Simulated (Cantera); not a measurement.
A freely propagating, adiabatic, planar premixed flame of H₂ : O₂ : N₂ : H₂O = 1 : 0.357 : 1.34 : 0.57 (molar parts), equivalence ratio 1.4, unburnt at 400 K and 9.87 atm; mixture-averaged transport, grid criteria slope 0.08 and curve 0.16, no radiation.

Detailed kinetics in Cantera: the H2/O2 subset of GRI-Mech 3.0, which has no nitrogen chemistry. The hydrogen kinetics of GRI-Mech 3.0 are dated; newer H2 mechanisms differ, most at raised pressure. Burning velocities carry a grid error of a few per cent, more on coarse grids.

**Question.** What does this change do: inlet temperature 400 to 498 K?

**Answer.** 
```csv
quantity,before,after
laminar burning velocity,118 cm/s,202 cm/s
thermal thickness,0.0325 mm,0.0290 mm
peak x(H),0.00713,0.00938
peak x(H₂O₂),0.000477,0.000412
peak x(O),0.000461,0.000686
```

**Question.** What does this change do: O2 0.357 to 0.28 parts?

**Answer.** 
```
quantity                     before      after
------------------------  ---------  ---------
laminar burning velocity   118 cm/s  46.0 cm/s
thermal thickness         0.0325 mm  0.0628 mm
peak x(H)                   0.00713    0.00261
peak x(H₂O₂)               0.000477   0.000481
peak x(O)                  0.000461    7.03e-5
```
